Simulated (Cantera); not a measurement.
Charge: 1 mol CH3F, 0.021 mol Si, at 3548 K and 18.0 Pa.

Equilibrium computed with Cantera from the NASA thermochemical tables; the gas is ideal and each condensed phase is pure. Candidate condensed phases: C, C6H6, C7H8, C8H18, Si, SiC; 113 gas species. The tables' values for SiF are old estimates; treat these amounts as uncertain. Rates play no part.

Base state: H 0.598, F 0.196, C 0.196, Si 0.00418, HF 0.00341, C2 0.00192, CF 0.000500, H2 0.000149 (mole fractions); condensed: gas only.

Task: What changes in the equilibrium state with this change: pressure from 18.0 Pa to 13.3 mbar?

Result: 
| species | before | after |
|---|---|---|
| H | 0.598 | 0.596 |
| HF | 0.00341 | 0.136 |
| F | 0.196 | 0.107 |
| C | 0.196 | 0.0730 |
| C3 | 0.000145 | 0.0414 |
| H2 | 0.000149 | 0.0109 |
| C2 | 0.00192 | 0.0199 |
| Si | 0.00418 | 0.00361 |
| C5 | <1e-9 | 0.000171 |
| C2H2 (acetylene) | 2.56e-9 | 0.000144 |
| SiF3 | <1e-9 | 1.81e-5 |
| C4 | 1.59e-8 | 0.000126 |
The tables' values for SiF, SiF2, SiF3 are old estimates; treat these amounts as uncertain.
